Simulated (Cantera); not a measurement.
## Equilibrium for metals in furnace atmospheres: Pb + H₂O + H₂

Feed: 1 mol Pb, 0.097 mol H₂O, 26 mol H₂, at 0.0310 bar.

Method: chemical equilibrium by Gibbs-energy minimisation in Cantera with the NASA 1993 tables (ideal gas, pure condensed phases). Candidate condensed phases: H₂O, Pb, PbO, PbO₂, Pb₃O₄; 12 gas species. Equilibrium is a limit: real reactors are often held back by kinetics, nucleation or transport.

```csv
T (°C),x H₂,x Pb,x H₂O,x H,x Pb₂,x PbO,n Pb(l)
877,0.987,0.00935,0.00368,4.21e-7,2.04e-7,6.59e-10,0.754
902,0.982,0.0140,0.00366,6.90e-7,4.03e-7,1.30e-9,0.628
927,0.976,0.0207,0.00364,1.11e-6,7.73e-7,2.50e-9,0.447
952,0.966,0.0301,0.00360,1.74e-6,1.44e-6,4.67e-9,0.189
977,0.960,0.0369,0.00358,2.69e-6,1.92e-6,7.28e-9,0
1002,0.960,0.0369,0.00358,4.10e-6,1.71e-6,9.18e-9,0
1027,0.960,0.0369,0.00358,6.15e-6,1.53e-6,1.15e-8,0
```
x: gas mole fraction; n: condensed amount in mol.

From 877 °C to 952 °C the condensed part is Pb(l). From 977 °C to 1027 °C nothing is condensed. The main Pb-bearing gas is Pb throughout.
